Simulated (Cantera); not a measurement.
A closed system holds: 1 mol Si2Cl6, 17 mol NH3, 1.1 mol N2, held at 700 K.

Equilibrium computed with Cantera from the NASA thermochemical tables; the gas is ideal and each condensed phase is pure. Candidate condensed phases: NH4Cl, Si, Si3N4; 28 gas species. The feed counts by its element totals alone. Rates play no part.

x: gas mole fraction; n: condensed amount in mol.

```csv
P (Pa),x H2,x N2,x HCl,x SiCl4,x NH3,n Si3N4(s)
5,0.613,0.225,0.162,0.000337,…,0.663
36,0.613,0.225,0.161,0.000631,…,0.659
260,0.615,0.226,0.159,0.00115,…,0.653
1900,0.616,0.226,0.155,0.00203,…,0.642
14000,0.619,0.227,0.150,0.00339,…,0.625
100000,0.622,0.228,0.143,0.00531,…,0.602
```

Question: Complete the blanks.

Answer: 
- 5, x NH3: 1.07e-7
- 36, x NH3: 7.69e-7
- 260, x NH3: 5.57e-6
- 1900, x NH3: 4.10e-5
- 14000, x NH3: 0.000305
- 100000, x NH3: 0.00219
